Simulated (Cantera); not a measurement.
A Cantera script and what it prints.

```python
import numpy as np
import cantera as ct

gas_names = """
    B BF BF2 BF3 BH BHF2 BH2 BH3 BO BOF BOF2 BO2 B2 B2O B2O2 B2O3 B3O3F3 B3O3H3 F FO FO2 F2 F2O H HBO
    HBO2 HF HOF HO2 H2 H2F2 H2O H2O2 H3B3O6 H3F3 H4F4 H5F5 H6F6 H7F7 O OH O2 O3
""".split()
cond_names = """
    B(b) B(L) B2O3(L) B3O3H3(cr) H2O(s) H2O(L)
""".split()


# ... load() reads the species with a 1 bar reference pressure and builds the phases ...
atoms = {
    'B2O3': {'B': 2, 'O': 3},
    'HF': {'H': 1, 'F': 1},
    'H2': {'H': 2},
}
top_T = {}  # K; cautious upper limits of use, not melting points


# ... equilibrate(T, P, feed) seeds the gas with the atoms and calls Mixture.equilibrate('TP', solver="vcs", rtol=1e-11, max_steps=5000) ...
results = []
feed = {'B2O3': 1, 'HF': 1.6, 'H2': 28}  # mol
T = 1723  # K
for P in [1, 5.2, 27, 140, 720, 3700, 19000, 100000]:
    mix = equilibrate(T, P, feed)
    results.append((T, P, feed, dict(zip(mix.species_names, mix.species_moles))))

top = {s: max(r[3][s] / sum(r[3][g] for g in gas_names) for r in results) for s in gas_names}
cols = sorted((s for s in top if top[s] > 1e-06), key=lambda s: -top[s])[:9]
seen = [c for c in cond_names if any(r[3].get(c, 0) > 1e-12 for r in results)]
print("log10 of partial pressures in bar; condensed amounts in mol")
print(f"{'P/Pa':>10s}" + "".join(f"{s[:9]:>10s}" for s in cols + seen))
for T, P, feed, n in results:
    ng = sum(n[g] for g in gas_names)
    print(f"{P:10.4g}" + "".join(f"{np.log10(max(n[s] / ng * P / 1e5, 1e-99)):10.3f}" for s in cols)
          + "".join(f"{n.get(c, 0):10.4g}" for c in seen))
```

Output:

```
log10 of partial pressures in bar; condensed amounts in mol
      P/Pa        H2         H       BOF      HBO2       H2O        HF        BO       HBO      B2O3   B2O3(L)
         1    -5.066    -6.272    -6.405    -6.770    -6.876    -6.939    -7.618    -7.701    -7.865         0
       5.2    -4.335    -5.907    -5.677    -6.037    -6.168    -6.236    -7.227    -6.944    -7.106         0
        27    -3.613    -5.546    -4.956    -5.314    -5.457    -5.527    -6.854    -6.210    -6.371         0
       140    -2.896    -5.187    -4.239    -4.596    -4.745    -4.816    -6.489    -5.487    -5.647         0
       720    -2.183    -4.831    -3.526    -3.883    -4.034    -4.106    -6.130    -4.772    -4.932         0
      3700    -1.472    -4.475    -2.815    -3.171    -3.324    -3.396    -5.773    -4.060    -4.219         0
   1.9e+04    -0.761    -4.120    -2.106    -2.459    -2.613    -2.688    -5.417    -3.348    -3.506         0
     1e+05    -0.038    -3.758    -1.414    -1.813    -1.875    -1.903    -5.148    -2.717    -2.952    0.1044
```

Cantera equilibrium calculation (NASA polynomials, part measured and part estimated; ideal gas, pure solids and liquids). The tables' values for BF2 are old estimates; treat these amounts as uncertain.
